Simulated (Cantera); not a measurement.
An isothermal, constant-pressure homogeneous reactor starts with 77.5 % NO, 22.5 % N2, at 2048 K and 240 Torr.

Computed with Cantera and GRI-Mech 3.0 (53 species, 325 reactions).

x: mole fraction; the columns are a selection and need not sum to one.

```json
[
 {"t (s)": "5.00e-5", "x NO": "0.775", "x O": "1.41e-5", "x N2O": "…", "x N2": "0.225", "x O2": "1.75e-7", "x NO2": "2.02e-6"},
 {"t (s)": "0.000307", "x NO": "0.775", "x O": "6.97e-5", "x N2O": "…", "x N2": "0.225", "x O2": "7.30e-6", "x NO2": "3.68e-5"},
 {"t (s)": "0.00188", "x NO": "0.774", "x O": "0.000219", "x N2O": "0.000243", "x N2": "0.225", "x O2": "0.000402", "x NO2": "0.000156"},
 {"t (s)": "0.0115", "x NO": "0.766", "x O": "0.000255", "x N2O": "…", "x N2": "0.229", "x O2": "0.00432", "x NO2": "0.000185"},
 {"t (s)": "0.0707", "x NO": "0.717", "x O": "0.000368", "x N2O": "…", "x N2": "0.254", "x O2": "0.0288", "x NO2": "0.000270"},
 {"t (s)": "0.434", "x NO": "0.460", "x O": "0.000704", "x N2O": "…", "x N2": "0.382", "x O2": "0.157", "x NO2": "0.000360"},
 {"t (s)": "2.66", "x NO": "0.0534", "x O": "0.00103", "x N2O": "…", "x N2": "0.585", "x O2": "0.360", "x NO2": "6.30e-5"},
 {"t (s)": "16.3", "x NO": "0.0104", "x O": "0.00105", "x N2O": "2.88e-7", "x N2": "0.607", "x O2": "0.382", "x NO2": "1.26e-5"},
 {"t (s)": "100", "x NO": "0.0103", "x O": "0.00105", "x N2O": "2.88e-7", "x N2": "0.607", "x O2": "0.382", "x NO2": "1.26e-5"}
]
```

Some entries are withheld; supply them.


- 5.00e-5, x N2O: 1.53e-5
- 0.000307, x N2O: 8.19e-5
- 0.0115, x N2O: 0.000264
- 0.0707, x N2O: 0.000223
- 0.434, x N2O: 8.34e-5
- 2.66, x N2O: 1.27e-6
